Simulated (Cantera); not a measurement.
Cantera run, input and output.

```python
import numpy as np
import cantera as ct

gas = ct.Solution("gri30.yaml")
gas.TPX = 600, 510000, {'C2H6': 1, 'O2': 4.79, 'N2': 18, 'CO2': 0.77}
inlet = ct.Reservoir(gas, clone=True)
gas.equilibrate("HP")  # start burning
reactor = ct.IdealGasConstPressureReactor(gas, energy="on", clone=False)
exhaust = ct.Reservoir(gas, clone=True)
tau = [0.056, 0.022, 0.0083, 0.0032, 0.0012, 0.00047, 0.00018, 6.9e-05, 2.7e-05][0]
for a, b in ((inlet, reactor), (reactor, exhaust)):
    ct.MassFlowController(a, b, mdot=lambda t: reactor.mass / tau)
net = ct.ReactorNet([reactor])
show = ['C2H6', 'O2', 'CO2', 'H2O', 'OH']

rows = []
print(f"{'tau/s':>10s}{'T/K':>9s}" + "".join(f"{s:>11s}" for s in show))
for tau in [0.056, 0.022, 0.0083, 0.0032, 0.0012, 0.00047, 0.00018, 6.9e-05, 2.7e-05]:
    net.initial_time = 0.0
    net.advance(30 * tau)
    before = gas.X
    net.advance(40 * tau)
    drift = np.max(np.abs(gas.X - before) / (gas.X + 1e-9))
    rows.append([gas.T, *gas[show].X, drift])
    print(f"{tau:10.3e}{gas.T:9.1f}" + "".join(f"{x:11.3e}" for x in gas[show].X))
```

Result:

```
     tau/s      T/K       C2H6         O2        CO2        H2O         OH
 5.600e-02   2088.0  2.351e-07  5.114e-02  1.097e-01  1.186e-01  1.707e-03
 2.200e-02   2085.8  5.656e-07  5.134e-02  1.094e-01  1.184e-01  1.863e-03
 8.300e-03   2079.9  1.349e-06  5.158e-02  1.088e-01  1.181e-01  2.175e-03
 3.200e-03   2068.7  2.993e-06  5.198e-02  1.078e-01  1.176e-01  2.668e-03
 1.200e-03   2048.7  6.547e-06  5.276e-02  1.058e-01  1.166e-01  3.341e-03
 4.700e-04   2018.1  1.372e-05  5.409e-02  1.027e-01  1.154e-01  4.046e-03
 1.800e-04   1970.8  3.025e-05  5.644e-02  9.764e-02  1.137e-01  4.643e-03
 6.900e-05   1899.0  7.464e-05  6.077e-02  8.944e-02  1.114e-01  4.753e-03
 2.700e-05    600.0  4.072e-02  1.950e-01  3.135e-02 -6.472e-15 -6.606e-28
```

Detailed kinetics in Cantera: GRI-Mech 3.0 (53 species, 325 reactions).
